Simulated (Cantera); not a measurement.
# Ammonia decomposition in nitride growth gas

An isothermal, constant-pressure homogeneous reactor starts with NH3 : N2 = 1 : 0.11 (molar parts), at 1773 K and 0.987 atm.

Model: the gas-phase N/H chemistry of the illustrative SiF4/NH3 mechanism in the Surface Chemkin manual (1991), integrated in Cantera. Walls and surfaces, which speed up NH3 decomposition in real reactors, are not modelled.

```csv
t (s),x NH3,x H,x NH2,x N,x H2,x N2H4,x N2H2
0.000600,0.900,2.15e-7,0.000348,9.80e-10,0.000739,4.53e-7,2.09e-6
0.00151,0.898,4.72e-7,0.000356,2.20e-9,0.00240,4.76e-7,2.22e-6
0.00382,0.892,1.10e-6,0.000352,5.10e-9,0.00660,4.65e-7,2.19e-6
0.00964,0.879,2.63e-6,0.000343,1.18e-8,0.0170,4.42e-7,2.13e-6
0.0243,0.847,6.29e-6,0.000327,2.44e-8,0.0422,4.01e-7,1.98e-6
0.0614,0.774,1.48e-5,0.000301,4.08e-8,0.0997,3.39e-7,1.67e-6
0.155,0.629,3.32e-5,0.000257,5.42e-8,0.214,2.48e-7,1.16e-6
0.391,0.408,6.83e-5,0.000189,6.05e-8,0.389,1.34e-7,5.79e-7
0.986,0.186,0.000122,0.000107,5.59e-8,0.564,4.25e-8,1.78e-7
2.49,0.0584,0.000182,4.23e-5,3.68e-8,0.665,6.68e-9,2.93e-8
6.28,0.0158,0.000222,1.33e-5,1.58e-8,0.698,6.62e-10,3.06e-9
15.9,0.00484,0.000237,4.28e-6,5.64e-9,0.707,6.84e-11,3.23e-10
40.0,0.00169,0.000240,1.51e-6,2.04e-9,0.709,8.55e-12,4.07e-11
```
x: mole fraction; the columns are a selection and need not sum to one.

Equilibrium at this temperature and pressure: NH3 9.87e-6, H 0.000241, NH2 8.85e-9, N 1.20e-11, H2 0.711, N2H4 <1e-12, N2H2 <1e-12 (gas phase only).
